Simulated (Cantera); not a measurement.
Input: 1 mol Ta, 6.7 mol H2O, 190 mol H2, equilibrated at 2252 °C.

These are equilibrium values from Cantera (NASA tables, ideal gas, pure condensed phases), not measurements of a reactor. Candidate condensed phases: H2O, Ta, Ta2O5; 12 gas species. Rates play no part.

Question: At 1600 Pa, list the 5 most abundant gas species with their mole fractions, and the condensed phases.

Answer: H2 0.778, H 0.196, H2O 0.0205, TaO2 0.00422, OH 0.00110. Condensed: gas only.
